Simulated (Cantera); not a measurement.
Input (Python, Cantera):

```python
import numpy as np
import cantera as ct

gas = ct.Solution("gri30.yaml")
gas.TPX = 400, 100000, {'CH4': 1, 'O2': 1.11, 'N2': 4.44, 'H2O': 1.9}
inlet = ct.Reservoir(gas, clone=True)
gas.equilibrate("HP")  # start burning
reactor = ct.IdealGasConstPressureReactor(gas, energy="on", clone=False)
exhaust = ct.Reservoir(gas, clone=True)
tau = [0.26, 0.091, 0.032, 0.011, 0.004, 0.0014, 0.00049, 0.00017, 6.1e-05][0]
for a, b in ((inlet, reactor), (reactor, exhaust)):
    ct.MassFlowController(a, b, mdot=lambda t: reactor.mass / tau)
net = ct.ReactorNet([reactor])
show = ['CH4', 'O2', 'H2O', 'NO', 'H']

rows = []
print(f"{'tau/s':>10s}{'T/K':>9s}" + "".join(f"{s:>11s}" for s in show))
for tau in [0.26, 0.091, 0.032, 0.011, 0.004, 0.0014, 0.00049, 0.00017, 6.1e-05]:
    net.initial_time = 0.0
    net.advance(30 * tau)
    before = gas.X
    net.advance(40 * tau)
    drift = np.max(np.abs(gas.X - before) / (gas.X + 1e-9))
    rows.append([gas.T, *gas[show].X, drift])
    print(f"{tau:10.3e}{gas.T:9.1f}" + "".join(f"{x:11.3e}" for x in gas[show].X))
```

It prints:

```
     tau/s      T/K        CH4         O2        H2O         NO          H
 2.600e-01   1522.0  1.795e-02  3.065e-03  3.315e-01  7.083e-09  1.986e-05
 9.100e-02   1483.9  1.999e-02  6.910e-03  3.323e-01  5.571e-09  2.347e-05
 3.200e-02    400.0  1.183e-01  1.314e-01  2.249e-01  1.230e-27 -1.314e-35
 1.100e-02    400.0  1.183e-01  1.314e-01  2.249e-01  2.093e-30  1.844e-38
 4.000e-03    400.0  1.183e-01  1.314e-01  2.249e-01  1.322e-31  1.945e-38
 1.400e-03    400.0  1.183e-01  1.314e-01  2.249e-01  8.352e-33  1.404e-39
 4.900e-04    400.0  1.183e-01  1.314e-01  2.249e-01  5.276e-34 -6.246e-40
 1.700e-04    400.0  1.183e-01  1.314e-01  2.249e-01  3.333e-35 -3.820e-41
 6.100e-05    400.0  1.183e-01  1.314e-01  2.249e-01  2.105e-36 -2.148e-42
```

Cantera simulation using GRI-Mech 3.0 (53 species, 325 reactions); the numbers are that mechanism's predictions, not measurements.
